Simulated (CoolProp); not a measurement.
Properties of ammonia along the isotherm 174.55 °C.

Values from CoolProp's reference Helmholtz-energy equation of state, Gao 2020.

| p (kPa) | phase | cv (kJ/(kg K)) | Joule-Thomson coefficient (K/MPa) | expansivity (1/kK) | viscosity (µPa s) | conductivity (mW/(m K)) |
|---|---|---|---|---|---|---|
| 631 | gas | 1.900 | 7.641 | 2.355 | 15.8 | 45.0 |
| 1260 | gas | 1.927 | 7.580 | 2.485 | 15.8 | 45.5 |
| 1890 | gas | 1.956 | 7.517 | 2.624 | 15.8 | 46.1 |
| 2530 | gas | 1.985 | 7.452 | 2.777 | 15.8 | 46.8 |
| 3160 | gas | 2.014 | 7.387 | 2.939 | 15.9 | 47.5 |
| 3790 | gas | 2.044 | 7.319 | 3.114 | 15.9 | 48.3 |
| 4420 | gas | 2.075 | 7.250 | 3.305 | 15.9 | 49.2 |
| 5050 | gas | 2.106 | 7.179 | 3.512 | 16.0 | 50.1 |
| 5680 | gas | 2.138 | 7.105 | 3.738 | 16.1 | 51.2 |

Viscosity comes from a separate model (Fenghour 1995). Thermal conductivity comes from a separate model (Tufeu 1984).
